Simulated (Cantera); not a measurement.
Charge: 1 mol MgCO3, 0.81 mol H2S, 3.9 mol O2, equilibrated at 0.133 bar.

These are equilibrium values from Cantera (NASA tables, ideal gas, pure condensed phases), not measurements of a reactor. Candidate condensed phases: C, C6H6, C7H8, C8H18, H2O, H2SO4, Mg, MgCO3, MgO, Mg(OH)2, MgS, MgSO4, S; 130 gas species. Mutual solubility and eutectic melting of coexisting phases are not modelled. Kinetics and transport are ignored.

Task: Which condensed phases are stable at each of these points (T (K)): 873, 973, 1073, 1173, 1273, 1373, 1473, 1573?

Result: 
```csv
T (K),condensed phases,Mg condensed (%)
873,MgO(s) + MgSO4(s),100.0
973,MgO(s) + MgSO4(s),100.0
1073,MgO(s) + MgSO4(s),100.0
1173,MgO(s) + MgSO4(s),100.0
1273,MgO(s),100.0
1373,MgO(s),100.0
1473,MgO(s),100.0
1573,MgO(s),100.0
```

From 873 K to 1173 K the condensed part is MgO(s) + MgSO4(s). From 1273 K to 1573 K the condensed part is MgO(s).
